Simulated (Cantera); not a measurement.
Input: 1 mol BCl3, 8.4 mol O2, at 22.5 Torr.

These are equilibrium values from Cantera (NASA tables, ideal gas, pure condensed phases), not measurements of a reactor. Candidate condensed phases: B, B2O3; 18 gas species. Equilibrium is a limit: real reactors are often held back by kinetics, nucleation or transport.

Q: Which condensed phases are stable at each of these points (T (K)): 1475, 1500, 1525, 1550, 1575, 1600, 1625, 1650, 1675, 1700, 1725, 1750, 1775, 1800?

A: 
```csv
T (K),condensed phases,B condensed (%)
1475,B2O3(l),98.8
1500,B2O3(l),98.0
1525,B2O3(l),96.8
1550,B2O3(l),94.9
1575,B2O3(l),92.1
1600,B2O3(l),87.8
1625,B2O3(l),81.3
1650,B2O3(l),71.7
1675,B2O3(l),57.6
1700,B2O3(l),36.9
1725,B2O3(l),6.7
1750,gas only,0.0
1775,gas only,0.0
1800,gas only,0.0
```

From 1475 K to 1725 K the condensed part is B2O3(l). From 1750 K to 1800 K nothing is condensed.
